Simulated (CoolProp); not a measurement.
A Linde-Hampson liquefier for normal hydrogen: isothermal reversible compression at 300 K from 1 atm to 20 MPa, throttling to 1 atm, return gas leaving the recuperator 0 K below the feed. Each further row changes one setting.

Computed with CoolProp (reference Helmholtz-energy equation of state, Leachman 2009).

```
case                        compression work (kJ/kg of gas)
--------------------------  -------------------------------
as stated                                              6690
high pressure 40 MPa                                   7700
warm-end temperature 330 K                             7340
warm-end gap 5 K                                       6690
```
